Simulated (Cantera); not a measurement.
A closed system holds: 1 mol FeS2, 0.19 mol SO2, 0.042 mol O2, 0.9 mol SO3, at 1625 K.

Equilibrium computed with Cantera from the NASA thermochemical tables; the gas is ideal and each condensed phase is pure. Candidate condensed phases: Fe, FeO, FeS, FeSO4, FeS2, Fe2O3, Fe2(SO4)3, Fe3O4, S; 12 gas species. Metal and sulfide melt together well below either melting point, which pure phases cannot show. Mutual solubility and eutectic melting of coexisting phases are not modelled. The tables' stoichiometric FeO is somewhat more stable than real wüstite, so its field is too wide. FeO, FeS: taken at fixed stoichiometry. The numbers say what is thermodynamically allowed, not how fast it happens.

Q: Which condensed phases are stable at each of these points (P (Pa)): 1000, 3000, 8800, 26000, 77000, 230000, 680000, 2000000?

A: 
```json
[
 {"P (Pa)": "1000", "condensed phases": "FeO(s)", "Fe condensed (%)": "100.0"},
 {"P (Pa)": "3000", "condensed phases": "FeO(s) + FeS(l)", "Fe condensed (%)": "100.0"},
 {"P (Pa)": "8800", "condensed phases": "FeO(s) + FeS(l)", "Fe condensed (%)": "100.0"},
 {"P (Pa)": "26000", "condensed phases": "FeO(s) + FeS(l)", "Fe condensed (%)": "100.0"},
 {"P (Pa)": "77000", "condensed phases": "FeO(s) + FeS(l)", "Fe condensed (%)": "100.0"},
 {"P (Pa)": "230000", "condensed phases": "FeS(l)", "Fe condensed (%)": "100.0"},
 {"P (Pa)": "680000", "condensed phases": "FeS(l)", "Fe condensed (%)": "100.0"},
 {"P (Pa)": "2000000", "condensed phases": "FeS(l)", "Fe condensed (%)": "100.0"}
]
```

At 0.0100 bar the condensed part is FeO(s). From 0.0300 bar to 0.770 bar the condensed part is FeO(s) + FeS(l). From 2.30 bar to 20.0 bar the condensed part is FeS(l).
